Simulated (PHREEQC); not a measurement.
Consider water at 20 °C with 0.4 mol/kgw HCl, 0.00035 mol/kgw LiCl and 0.0012 mol/kgw MgSO4. Closed to the air; pH follows from the charge balance.

Computed with PHREEQC (ion-association model, wateq4f.dat).

This is a speciation only: nothing precipitates in the calculation.

Q: Estimate the pH.

A: pH 0.51.

Q: In which forms is S present?

A: HSO4- 90 %, SO4-2 10 % of the S.

Species that the database lacks are ignored.
